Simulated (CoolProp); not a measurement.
Computed with CoolProp (reference Helmholtz-energy equation of state, Zhou 2011).

### Question
For dimethyl carbonate, give the phase and the cv (kJ/(kg K)) at 326.85 °C and 307 kPa; 326.85 °C and 2150 kPa.

### Answer
- 326.85 °C and 307 kPa: gas; cv 1.77
- 326.85 °C and 2150 kPa: gas; cv 1.79
